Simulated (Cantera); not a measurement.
An adiabatic, constant-volume homogeneous reactor starts with CH4 : O2 : N2 : H2O = 1 : 3.33 : 12.5 : 0.019 (molar parts), equivalence ratio 0.60, at 1100 K and 8.30 bar.

Detailed kinetics in Cantera: GRI-Mech 3.0 (53 species, 325 reactions).

Predict: time of steepest temperature rise; temperature at 0.100 s; equilibrium temperature; x(O2) at 0.100 s; x(H2) at 0.100 s; x(H2O2) at 0.100 s; x(NO) at 0.100 s.


```
Quantity                                                               Value
---------------------------------  -----------------------------------------
time of steepest temperature rise                                    17.1 ms
temperature at 0.100 s                                                2551 K
equilibrium temperature                                               2551 K
x(O2) at 0.100 s                       0.0709 (gas-phase equilibrium 0.0709)
x(H2) at 0.100 s                   0.000749 (gas-phase equilibrium 0.000749)
x(H2O2) at 0.100 s                   1.06e-6 (gas-phase equilibrium 1.06e-6)
x(NO) at 0.100 s                       0.0141 (gas-phase equilibrium 0.0141)
```
